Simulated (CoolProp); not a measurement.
Saturation properties of R245ca (Tc = 174.4 °C, pc = 3941 kPa, ω = 0.355).

The numbers come from the reference Helmholtz-energy equation of state, Zhou 2016 in CoolProp.

| T (°C) | p (kPa) | liquid density (kg/m³) | vapour Z |
|---|---|---|---|
| 0.15 | 34.37 | 1448 | 0.9827 |
| 4.05 | 41.31 | 1439 | 0.9801 |
| 7.95 | 49.34 | 1429 | 0.9772 |
| 11.85 | 58.57 | 1420 | 0.9741 |
| 15.75 | 69.14 | 1410 | 0.9707 |
| 19.65 | 81.17 | 1401 | 0.9671 |
| 23.55 | 94.80 | 1391 | 0.9631 |
| 27.45 | 110.2 | 1381 | 0.9589 |
| 31.35 | 127.4 | 1371 | 0.9543 |
| 35.35 | 147.3 | 1361 | 0.9492 |
| 39.25 | 168.9 | 1351 | 0.9440 |

It boils at 25.3 °C under 1 atm.
